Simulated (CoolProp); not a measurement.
Vapour-liquid equilibrium of carbon dioxide (1) + R227EA (2) at 239.6 K; x and y are mole fractions of (1).

Model: multi-fluid Helmholtz-energy mixture model, Span 1996 and Lemmon 2016; pair parameters Bell 2016, in CoolProp.

```tsv
x	bubble pressure, mixture model (kPa)	bubble pressure, Raoult's law (kPa)	y, mixture model	y, Raoult's law
0.05	100.5	106.1	0.562	0.596
0.15	(withheld)	228.1	(withheld)	0.832
0.25	(withheld)	350.1	(withheld)	0.903
0.35	445.2	472.1	0.922	0.938
0.45	559.9	594.0	0.945	0.958
0.55	675.6	716.0	0.960	0.972
0.65	794.3	838.0	0.972	0.981
0.75	918.9	959.9	0.982	0.988
0.85	(withheld)	1082	(withheld)	0.994
0.95	1193	1204	0.997	0.998
```

Complete the blanks.


- 0.15, bubble pressure, mixture model (kPa): 214.5
- 0.15, y, mixture model: 0.808
- 0.25, bubble pressure, mixture model (kPa): 330.0
- 0.25, y, mixture model: 0.885
- 0.85, bubble pressure, mixture model (kPa): 1052
- 0.85, y, mixture model: 0.990

The largest gap from Raoult's law is -6.0 % in bubble pressure, at x = 0.15. No azeotrope shows between x = 0.05 and 0.95.

Pair parameters are fitted to limited data, so mixtures are less certain than the pure fluids.
